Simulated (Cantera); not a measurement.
An isothermal, constant-pressure homogeneous reactor starts with C2H4 : H2 = 1 : 26 (molar parts), at 1300 K and 1.00 bar.

Cantera simulation using GRI-Mech 3.0 (53 species, 325 reactions); the numbers are that mechanism's predictions, not measurements. GRI-Mech 3.0 was tuned for natural gas; its chemistry of ethylene as a main component is partial and can be far from experiment. GRI-Mech 3.0 stops at C3 and has no aromatics, soot or wall deposition, so with more carbon than oxygen in the feed, carbon stays in small species such as C2H2 where larger ones or solid carbon would form.

One state of this run: x C2H4 = 0.0278; x H2 = 0.960; x H = 1.31e-5; x C2H = 2.93e-11; x CH4 = 0.00642; x C2H2 = 0.00481; x C2H6 = 0.00121. x: mole fraction; the columns are a selection and need not sum to one.

**Question.** Which value of t (s) does it belong to?
(A) 4.72e-5
(B) 0.0262
(C) 9.71e-6
(D) 2.00e-6

**Answer.** B, 0.0262
